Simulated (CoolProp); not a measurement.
Carbon dioxide along the isotherm 61.55 °C: fugacity coefficient from the reference equation and from simpler models built on Tc = 31.0 °C, pc = 73.77 bar, ω = 0.224; each cubic takes its own stable root.

The numbers come from the reference Helmholtz-energy equation of state, Span 1996 in CoolProp.

| p (bar) | phase | reference | van der Waals | Redlich-Kwong | Soave-Redlich-Kwong | Peng-Robinson |
|---|---|---|---|---|---|---|
| 1.17 | gas | 0.9961 | 0.9963 | 0.9959 | 0.9961 | 0.9955 |
| 2.65 | gas | 0.9911 | 0.9916 | 0.9908 | 0.9912 | 0.9899 |
| 6.04 | gas | 0.9797 | 0.9808 | 0.9790 | 0.9799 | 0.9772 |
| 13.7 | gas | … | 0.9566 | 0.9527 | 0.9548 | 0.9487 |
| 31.3 | gas | … | 0.9014 | 0.8934 | 0.8982 | 0.8855 |
| 71.2 | gas | 0.7712 | 0.7762 | 0.7643 | … | 0.7519 |
| 162 | supercritical | 0.5244 | … | 0.5188 | 0.5436 | 0.5138 |
| 369 | supercritical | 0.3512 | … | 0.3590 | 0.3825 | 0.3468 |

### Question
Some entries are withheld; supply them.

### Answer

- 13.7, reference: 0.9542
- 31.3, reference: 0.8968
- 71.2, Soave-Redlich-Kwong: 0.7756
- 162, van der Waals: 0.5239
- 369, van der Waals: 0.3926
